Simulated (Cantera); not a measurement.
Feed: 1 mol SiH2Cl2, 13 mol H2O, 49 mol N2, at 550 Pa.

Cantera equilibrium calculation (NASA polynomials, part measured and part estimated; ideal gas, pure solids and liquids). Candidate condensed phases: H2O, NH4Cl, Si, SiO2, Si2N2O, Si3N4; 47 gas species. The tables hold silica as quartz up to 1696 K and as liquid above; real silica turns to tridymite and cristobalite and melts near 1996 K. Kinetics and transport are ignored.

Problem. Which condensed phases are stable at each of these points (T (K)): 1598, 1648, 1698, 1748, 1798, 1848, 1898, 1948, 1998, 2048, 2098?

Solution. 
| T (K) | condensed phases | Si condensed (%) |
|---|---|---|
| 1598 | SiO2(β-quartz) | 100.0 |
| 1648 | SiO2(β-quartz) | 100.0 |
| 1698 | SiO2(condensed) | 99.9 |
| 1748 | SiO2(condensed) | 99.8 |
| 1798 | SiO2(condensed) | 99.5 |
| 1848 | SiO2(condensed) | 98.8 |
| 1898 | SiO2(condensed) | 97.1 |
| 1948 | SiO2(condensed) | 93.2 |
| 1998 | SiO2(l) | 84.9 |
| 2048 | SiO2(l) | 68.2 |
| 2098 | SiO2(l) | 36.0 |

From 1598 K to 1648 K the condensed part is SiO2(β-quartz). From 1698 K to 1948 K the condensed part is SiO2(condensed). From 1998 K to 2098 K the condensed part is SiO2(l).
